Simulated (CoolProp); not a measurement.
Vapour-liquid equilibrium of hexamethyldisiloxane (MM) (1) + toluene (2) at 137.25 °C; x and y are mole fractions of (1).

Model: multi-fluid Helmholtz-energy mixture model, Thol 2016 and Lemmon 2006; pair parameters Bell 2016, in CoolProp.

```
x     bubble pressure (kPa)  y at the bubble point  dew pressure at overall composition x (kPa)  liquid density (mol/L)
----  ---------------------  ---------------------  -------------------------------------------  ----------------------
0.05                  209.4                  0.072                                        207.8                   7.789
0.15                  219.3                  0.202                                        215.3                   7.134
0.25                  228.3                  0.318                                        223.0                   6.561
0.35                  236.4                  0.421                                        230.9                   6.055
0.45                  243.4                  0.515                                        238.6                   5.607
0.55                  249.3                  0.604                                        245.8                   5.208
0.65                  254.3                  0.689                                        252.1                   4.851
0.75                  258.3                  0.774                                        257.3                   4.531
0.85                  261.1                  0.860                                        260.8                   4.244
0.95                  262.8                  0.952                                        262.8                   3.985
```

No azeotrope shows between x = 0.05 and 0.95.

Pair parameters are fitted to limited data, so mixtures are less certain than the pure fluids.
